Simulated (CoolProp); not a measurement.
Vapour-liquid equilibrium of cyclopropane (1) + R134a (2) at 15.05 °C; x and y are mole fractions of (1).

Computed with CoolProp (multi-fluid Helmholtz-energy mixture model, Polt 1992 and Tillner-Roth 1994; pair parameters Bell 2016). This equation is an older, rougher fit; its heat capacities, sound speeds and derivatives of the liquid may be far off and weren't checked against measurements.

```tsv
x	bubble pressure (bar)	y at the bubble point	dew pressure at overall composition x (bar)	liquid density (mol/L)
0.05	5.395	0.125	(withheld)	12.24
0.15	(withheld)	0.289	5.504	12.37
0.25	(withheld)	0.390	(withheld)	12.52
0.35	6.930	0.460	6.450	12.70
0.45	(withheld)	0.513	6.893	12.93
0.55	7.138	0.558	7.134	13.20
0.65	7.107	0.604	6.999	13.52
0.75	6.970	0.659	6.608	13.90
0.85	6.655	0.740	6.148	14.33
0.95	6.011	0.880	5.697	14.81
```

Question: What belongs in the gaps?

Answer: 
- 0.05, dew pressure at overall composition x (bar): 5.085
- 0.15, bubble pressure (bar): 6.152
- 0.25, bubble pressure (bar): 6.639
- 0.25, dew pressure at overall composition x (bar): 5.966
- 0.45, bubble pressure (bar): 7.083

y crosses x between x = 0.55 and 0.65: the model has an azeotrope there.

Pair parameters are fitted to limited data, so mixtures are less certain than the pure fluids.
